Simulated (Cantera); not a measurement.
A Cantera script and what it prints.

```python
import numpy as np
import cantera as ct

gas_names = """
    F F2 FS2F,fluorodisu N NF NF2 NF3 N2 S SF SF2 SF3 SF4 SF5 SF6 SN S2 S2F2,thiothiony S8 Si SiF SiF2
    SiF3 SiF4 SiN SiS Si2 Si2N Si3
""".split()
cond_names = """
    S(cr1) S(cr2) S(L) Si(cr) Si(L) Si3N4(a)
""".split()


# ... load() reads the species with a 1 bar reference pressure and builds the phases ...
atoms = {
    'Si': {'Si': 1},
    'SF6': {'S': 1, 'F': 6},
    'N2': {'N': 2},
    'NF3': {'N': 1, 'F': 3},
}
top_T = {'Si3N4(a)': 2400}  # K; cautious upper limits of use, not melting points


# ... equilibrate(T, P, feed) seeds the gas with the atoms and calls Mixture.equilibrate('TP', solver="vcs", rtol=1e-11, max_steps=5000) ...
results = []
T = 975  # K
P = 25  # Pa
for m in [0.58, 0.67, 0.76, 0.86, 0.98, 1.1, 1.3, 1.4, 1.6, 1.9, 2.1, 2.4, 2.8]:
    feed = {'Si': 1, 'SF6': 3.2, 'N2': 0.47, 'NF3': m}  # mol
    mix = equilibrate(T, P, feed)
    results.append((T, P, feed, dict(zip(mix.species_names, mix.species_moles))))

top = {s: max(r[3][s] / sum(r[3][g] for g in gas_names) for r in results) for s in gas_names}
cols = sorted((s for s in top if top[s] > 0.0001), key=lambda s: -top[s])[:7]
seen = [c for c in cond_names if any(r[3].get(c, 0) > 1e-12 for r in results)]
print("log10 of partial pressures in bar; condensed amounts in mol")
print(f"{'n(NF3)':>10s}" + "".join(f"{s[:9]:>10s}" for s in cols + seen))
for T, P, feed, n in results:
    ng = sum(n[g] for g in gas_names)
    print(f"{feed['NF3']:10.4g}" + "".join(f"{np.log10(max(n[s] / ng * P / 1e5, 1e-99)):10.3f}" for s in cols)
          + "".join(f"{n.get(c, 0):10.4g}" for c in seen))
```

Result:

```
log10 of partial pressures in bar; condensed amounts in mol
    n(NF3)       SF6         F       SF4        N2      SiF4        F2       SF3
      0.58    -3.981    -7.702    -4.246    -4.417    -4.298   -13.168    -7.053
      0.67    -3.958    -7.661    -4.305    -4.396    -4.302   -13.085    -7.153
      0.76    -3.936    -7.617    -4.372    -4.376    -4.305   -12.996    -7.265
      0.86    -3.913    -7.562    -4.459    -4.355    -4.310   -12.886    -7.407
      0.98    -3.888    -7.483    -4.591    -4.332    -4.315   -12.729    -7.617
       1.1    -3.865    -7.379    -4.776    -4.311    -4.320   -12.521    -7.906
       1.3    -3.830    -6.940    -5.619    -4.279    -4.328   -11.643    -9.189
       1.4    -3.843    -5.048    -9.416    -4.280    -4.348    -7.859   -14.877
       1.6    -3.894    -4.501   -10.562    -4.295    -4.399    -6.764   -16.571
       1.9    -3.960    -4.244   -11.142    -4.313    -4.466    -6.250   -17.409
       2.1    -4.000    -4.153   -11.362    -4.323    -4.505    -6.070   -17.718
       2.4    -4.052    -4.065   -11.591    -4.335    -4.557    -5.893   -18.036
       2.8    -4.114    -3.990   -11.802    -4.347    -4.619    -5.744   -18.321
```

Cantera equilibrium calculation (NASA polynomials, part measured and part estimated; ideal gas, pure solids and liquids). The tables' values for SF3, SF5 are old estimates; treat these amounts as uncertain.
